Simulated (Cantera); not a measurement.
Charge: 1 mol NaCl, 0.55 mol H₂O, 0.82 mol H₂, held at 1250 K and 1000 Pa.

Method: chemical equilibrium by Gibbs-energy minimisation in Cantera with the NASA 1993 tables (ideal gas, pure condensed phases). Equilibrium is a limit: real reactors are often held back by kinetics, nucleation or transport.

```tsv
species	before	after
NaCl	0.327	0.411
H₂	0.365	0.345
H₂O	0.245	0.232
Na₂Cl₂	0.0591	0.00365
H	2.92e-6	1.44e-5
Na	0.00154	0.00400
HCl	0.00171	0.00409
NaOH	0.000170	8.50e-5
```
Gas species are given as mole fractions.

Task: Which change was made?
A) temperature from 1250 K to 1798 K
B) pressure from 1000 Pa to 39.0 Pa
C) temperature from 1250 K to 1050 K
D) temperature from 1250 K to 1198 K

Result: B, pressure from 1000 Pa to 39.0 Pa
